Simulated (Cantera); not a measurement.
**Equilibrium for boron, boron nitride and boron oxide: borazine + O₂ + H₂O**

Charge: 1 mol borazine, 1.3 mol O₂, 0.3 mol H₂O, equilibrated at 1150 °C and 7.10 mbar.

These are equilibrium values from Cantera (NASA tables, ideal gas, pure condensed phases), not measurements of a reactor. Candidate condensed phases: B, BN, B₂O₃, B₃O₃H₃, H₂O; 39 gas species. The feed counts by its element totals alone. Mutual solubility and eutectic melting of coexisting phases are not modelled. Rates play no part.

```
Quantity                                  Value
------------------------------------  ---------
x(H₂)                                     0.768
x(N₂)                                     0.225
x(HBO₂)                                 0.00377
x(HBO)                                  0.00132
x(H₂O)                                 0.000724
x(B₂O₃)                                0.000580
x(H)                                    6.92e-5
x(B₂O₂)                                 2.11e-5
x(BO)                                   3.49e-6
n(BN(s))                               1.07 mol
n(B₂O₃(l))                            0.950 mol
gas amount                            4.278 mol
log10 activity of B(s) (absent)           -3.20
log10 activity of B₃O₃H₃(s) (absent)     -12.71
```
